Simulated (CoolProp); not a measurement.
A Linde-Hampson liquefier for nitrogen: isothermal reversible compression at 230 K from 1 atm to 15 MPa, throttling to 1 atm, return gas leaving the recuperator 2 K below the feed. Each further row changes one setting.

The numbers come from the reference Helmholtz-energy equation of state, Span 2000 in CoolProp.

| case | liquid yield per pass | compression work (kJ/kg of gas) |
|---|---|---|
| as stated | 0.130 | 332 |
| high pressure 30 MPa | 0.181 | 380 |
| warm-end temperature 260 K | 0.090 | 381 |
| warm-end gap 7 K | 0.117 | 332 |
